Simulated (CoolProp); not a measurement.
Saturation properties of isobutene.

The numbers come from the reference Helmholtz-energy equation of state, Lemmon 2005 in CoolProp. It is a short technical equation, of lower accuracy than the large ones.

```json
[
 {"T (K)": "332.2", "p (bar)": "7.634", "liquid density (kg/m³)": "542.4", "vapour density (kg/m³)": "18.58", "enthalpy of vaporisation (kJ/kg)": "316.4", "liquid cp (kJ/(kg K))": "2.600", "surface tension (mN/m)": "7.78"},
 {"T (K)": "339.2", "p (bar)": "8.999", "liquid density (kg/m³)": "531.9", "vapour density (kg/m³)": "21.97", "enthalpy of vaporisation (kJ/kg)": "306.3", "liquid cp (kJ/(kg K))": "2.658", "surface tension (mN/m)": "7.01"},
 {"T (K)": "346.3", "p (bar)": "10.56", "liquid density (kg/m³)": "520.7", "vapour density (kg/m³)": "25.94", "enthalpy of vaporisation (kJ/kg)": "295.3", "liquid cp (kJ/(kg K))": "2.725", "surface tension (mN/m)": "6.24"},
 {"T (K)": "353.3", "p (bar)": "12.28", "liquid density (kg/m³)": "509.1", "vapour density (kg/m³)": "30.47", "enthalpy of vaporisation (kJ/kg)": "283.7", "liquid cp (kJ/(kg K))": "2.799", "surface tension (mN/m)": "5.50"},
 {"T (K)": "360.3", "p (bar)": "14.21", "liquid density (kg/m³)": "496.8", "vapour density (kg/m³)": "35.72", "enthalpy of vaporisation (kJ/kg)": "271.2", "liquid cp (kJ/(kg K))": "2.885", "surface tension (mN/m)": "4.78"},
 {"T (K)": "367.4", "p (bar)": "16.38", "liquid density (kg/m³)": "483.5", "vapour density (kg/m³)": "41.95", "enthalpy of vaporisation (kJ/kg)": "257.5", "liquid cp (kJ/(kg K))": "2.989", "surface tension (mN/m)": "4.07"},
 {"T (K)": "374.4", "p (bar)": "18.75", "liquid density (kg/m³)": "469.3", "vapour density (kg/m³)": "49.17", "enthalpy of vaporisation (kJ/kg)": "242.7", "liquid cp (kJ/(kg K))": "3.115", "surface tension (mN/m)": "3.39"},
 {"T (K)": "381.4", "p (bar)": "21.37", "liquid density (kg/m³)": "453.8", "vapour density (kg/m³)": "57.78", "enthalpy of vaporisation (kJ/kg)": "226.3", "liquid cp (kJ/(kg K))": "3.279", "surface tension (mN/m)": "2.73"},
 {"T (K)": "388.5", "p (bar)": "24.30", "liquid density (kg/m³)": "436.2", "vapour density (kg/m³)": "68.40", "enthalpy of vaporisation (kJ/kg)": "207.5", "liquid cp (kJ/(kg K))": "3.508", "surface tension (mN/m)": "2.10"},
 {"T (K)": "395.5", "p (bar)": "27.48", "liquid density (kg/m³)": "416.5", "vapour density (kg/m³)": "81.51", "enthalpy of vaporisation (kJ/kg)": "186.1", "liquid cp (kJ/(kg K))": "3.855", "surface tension (mN/m)": "1.51"}
]
```

It boils at 266.1 K under 1 atm.

Surface tension comes from a separate correlation (Mulero 2012).
